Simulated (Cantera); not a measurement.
Input: 1 mol V₂O₃, 13 mol H₂, 0.083 mol H₂O, equilibrated at 0.100 bar.

Method: chemical equilibrium by Gibbs-energy minimisation in Cantera with the NASA 1993 tables (ideal gas, pure condensed phases). Candidate condensed phases: H₂O, V, VO, V₂O₃, V₂O₄, V₂O₅; 12 gas species. Mutual solubility and eutectic melting of coexisting phases are not modelled. VO: taken at fixed stoichiometry. Condensed phases not in the tables: the oxides between V₂O₃ and V₂O₅ other than VO₂. The numbers say what is thermodynamically allowed, not how fast it happens.

x: gas mole fraction; n: condensed amount in mol.

```csv
T (K),x H₂,x H₂O,x H,x VO₂,x VO,x OH,n V₂O₃(s),n VO(s),n VO(l)
1023,0.994,0.00634,1.30e-8,<1e-12,<1e-12,<1e-12,1.00,0,0
1123,0.994,0.00634,1.34e-7,<1e-12,<1e-12,4.41e-12,1.00,0,0
1223,0.994,0.00634,9.48e-7,<1e-12,<1e-12,5.45e-11,1.00,0,0
1323,0.994,0.00634,5.00e-6,3.04e-11,<1e-12,4.62e-10,1.00,0,0
1423,0.994,0.00634,2.09e-5,6.47e-10,3.18e-11,2.90e-9,1.00,0,0
1523,0.994,0.00634,7.29e-5,9.09e-9,8.15e-10,1.43e-8,1.00,0,0
1623,0.993,0.00682,?,?,?,?,0.994,?,0
1723,0.989,0.0106,0.000573,8.92e-7,1.28e-7,3.37e-7,0.944,0.112,0
1823,0.983,0.0157,0.00136,6.52e-6,9.45e-7,1.51e-6,0.877,0.245,0
1923,0.975,0.0222,0.00294,3.83e-5,5.61e-6,5.77e-6,0.791,0.417,0
2023,0.964,?,?,?,?,?,?,?,0
2123,0.941,0.0472,0.0110,0.000849,0.000106,6.82e-5,0.450,0,1.09
2223,0.900,0.0769,0.0192,0.00352,0.000337,0.000237,0.0131,0,1.92
```

Problem. Some entries are withheld; supply them.

Solution. 
- 1623, x H: 0.000218
- 1623, x VO₂: 9.43e-8
- 1623, x VO: 1.33e-8
- 1623, x OH: 6.26e-8
- 1623, n VO(s): 0.0124
- 2023, x H₂O: 0.0303
- 2023, x H: 0.00590
- 2023, x VO₂: 0.000187
- 2023, x VO: 2.76e-5
- 2023, x OH: 1.93e-5
- 2023, n V₂O₃(s): 0.683
- 2023, n VO(s): 0.631
